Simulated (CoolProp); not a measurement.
Vapour-liquid equilibrium of cyclohexane (1) + n-heptane (2) at 0.895 MPa; x and y are mole fractions of (1).

The numbers come from the multi-fluid Helmholtz-energy mixture model, Zhou 2014 and Span 2003; pair parameters Bell 2016 in CoolProp.

```
x      bubble temperature (°C)  y at the bubble point  dew temperature at overall composition x (°C)  liquid density (mol/L)
-----  -----------------------  ---------------------  ---------------------------------------------  ----------------------
0.05                     193.7                  0.063                                          193.9                   5.117
0.125                    192.1                  0.154                                          192.6                   5.251
0.2                      190.5                  0.243                                          191.3                   5.390
0.275                    188.9                  0.328                                          189.9                     ___
0.35                       ___                  0.410                                          188.5                   5.684
0.425                    185.9                  0.489                                          187.1                     ___
0.5                      184.4                  0.565                                          185.7                   6.001
0.575                    183.0                  0.637                                          184.2                   6.168
0.65                       ___                  0.707                                          182.7                   6.343
0.725                    180.3                  0.774                                          181.2                   6.525
0.8                      178.9                  0.838                                          179.7                   6.716
0.875                    177.7                    ___                                          178.2                   6.915
0.95                     176.4                  0.961                                          176.6                   7.123
```

Q: Fill in the missing entries.

A: 
- 0.275, liquid density (mol/L): 5.535
- 0.35, bubble temperature (°C): 187.4
- 0.425, liquid density (mol/L): 5.839
- 0.65, bubble temperature (°C): 181.6
- 0.875, y at the bubble point: 0.901

No azeotrope shows between x = 0.05 and 0.95.

Pair parameters are fitted to limited data, so mixtures are less certain than the pure fluids.
